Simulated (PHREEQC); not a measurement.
Dissolve 0.29 mol NaHCO3, 0.05 mol NaOH and 0.052 mol NaCl per kg of water at 25 °C. Closed to the air; pH follows from the charge balance.

All values are PHREEQC results (Pitzer model, pitzer.dat), not measurements.

No solid was allowed to form.

### Question
What pH does the model give?

### Answer
pH 8.99.

### Question
In which forms is C present?

### Answer
HCO3- 83 %, CO3-2 17 % of the C.
